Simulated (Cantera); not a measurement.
A jet of CH4 : O2 : N2 = 0.019 : 0.076 : 0.79 (molar parts), equivalence ratio 0.50 at 300 K and 0.130 bar hits a platinum plate 8.9 cm away at a mass flux of 0.19 kg/m²/s; the plate temperature is set and raised in steps from an oxygen-covered start.

Computed with Cantera and Deutschmann's 1995 Pt surface mechanism with GRI-Mech 3.0 gas chemistry. Catalytic surfaces can have several steady states; this one follows from the mechanism file's or the stated starting coverage.

x: mole fraction at the wall; θ: surface coverage.

```
plate T (K)  wall x CH4  wall x O2  wall x H2O  wall x OH  wall x CO  wall x CO2  θ free Pt   θ O*    θ OH*
-----------  ----------  ---------  ----------  ---------  ---------  ----------  ---------  -----  -------
900              0.0134     0.0686      0.0151        ___    5.17e-6     0.00995      0.206  0.793  0.00119
950             0.00990     0.0613      0.0215        ___    5.34e-6      0.0142      0.278  0.721  0.00128
1000            0.00729     0.0558      0.0263        ___    5.36e-6      0.0173      0.351  0.648  0.00126
1050            0.00548     0.0520      0.0295        ___    5.40e-6      0.0195      0.423  0.576  0.00117
1100            0.00427     0.0494      0.0317        ___    5.57e-6      0.0210      0.493  0.506  0.00105
```

Question: Some entries are withheld; supply them.

Answer: 
- 900, wall x OH: 2.11e-8
- 950, wall x OH: 6.62e-8
- 1000, wall x OH: 1.81e-7
- 1050, wall x OH: 4.33e-7
- 1100, wall x OH: 9.41e-7
